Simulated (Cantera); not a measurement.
# Gas activation for diamond growth

An isothermal, constant-pressure homogeneous reactor starts with 0.207 % CH₄, 98.6 % H₂, 1.18 % CO₂, at 2825 K and 128 Torr.

Model: GRI-Mech 3.0 (53 species, 325 reactions), integrated in Cantera.

| t (s) | x CH₄ | x H₂ | x CO₂ | x HCO | x C₂H₆ | x C₂H₄ |
|---|---|---|---|---|---|---|
| 6.00e-6 | 0.00198 | 0.985 | 0.0118 | 6.17e-10 | 1.07e-9 | 1.57e-8 |
| 2.14e-5 | 0.00188 | 0.981 | 0.0112 | 8.52e-9 | 4.03e-9 | 1.03e-7 |
| 7.63e-5 | 0.00159 | 0.966 | 0.00608 | 7.08e-8 | 1.41e-8 | 6.39e-7 |
| 0.000272 | 0.000820 | 0.935 | 2.81e-5 | 1.85e-7 | 1.16e-8 | 1.27e-6 |
| 0.000971 | 8.53e-5 | 0.900 | 1.96e-5 | 1.12e-7 | 2.14e-10 | 1.11e-7 |
| 0.00346 | 2.23e-7 | 0.845 | 1.88e-5 | 4.87e-8 | <1e-12 | 9.64e-11 |
| 0.0124 | 2.60e-11 | 0.790 | 1.84e-5 | 3.87e-8 | <1e-12 | <1e-12 |
| 0.0441 | 2.30e-11 | 0.785 | 1.83e-5 | 3.80e-8 | <1e-12 | <1e-12 |
| 0.157 | 2.30e-11 | 0.785 | 1.83e-5 | 3.80e-8 | <1e-12 | <1e-12 |
| 0.561 | 2.30e-11 | 0.785 | 1.83e-5 | 3.80e-8 | <1e-12 | <1e-12 |
| 2.00 | 2.30e-11 | 0.785 | 1.83e-5 | 3.80e-8 | <1e-12 | <1e-12 |
x: mole fraction; the columns are a selection and need not sum to one.

Equilibrium at this temperature and pressure: CH₄ 2.43e-11, H₂ 0.785, CO₂ 1.83e-5, HCO 3.80e-8, C₂H₆ <1e-12, C₂H₄ <1e-12 (gas phase only).
